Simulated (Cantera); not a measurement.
A closed system holds: 1 mol Si3N4, 0.27 mol H2O, 2.6 mol N2, equilibrated at 1900 K and 0.00133 bar.

These are equilibrium values from Cantera (NASA tables, ideal gas, pure condensed phases), not measurements of a reactor. Candidate condensed phases: H2O, Si, SiO2, Si2N2O, Si3N4; 35 gas species. The tables' values for SiN are old estimates; treat these amounts as uncertain. The numbers say what is thermodynamically allowed, not how fast it happens.

Base state: N2 0.884, SiO 0.0519, H2 0.0494, Si 0.00946, H 0.00483, Si2N 0.000157, SiN 0.000109, Si2 7.60e-5 (mole fractions); condensed: Si(l).

Problem. What changes in the equilibrium state with this change: H2O from 0.27 to 0.057 mol?

Solution. 
```tsv
species	before	after
N2	0.884	0.965
SiO	0.0519	0.0120
H2	0.0494	0.0108
H	0.00483	0.00226
SiH	6.66e-5	3.12e-5
Si2N	0.000157	0.000164
Si(l), mol	2.68	2.89
```

Problem. What changes in the equilibrium state with this change: pressure from 0.00133 bar to 1.00 bar?

Solution. 
| species | before | after |
|---|---|---|
| N2 | 0.884 | 0.908 |
| H2 | 0.0494 | 0.0910 |
| SiO | 0.0519 | 0.000520 |
| Si2 | 7.60e-5 | 1.64e-9 |
| Si3 | 1.71e-5 | <1e-9 |
| Si(l), mol | 2.68 | 0 |
| Si2N2O(s), mol | 0 | 0.268 |
| Si3N4(s), mol | 0 | 0.821 |
Mutual solubility and eutectic melting of coexisting phases are not modelled.
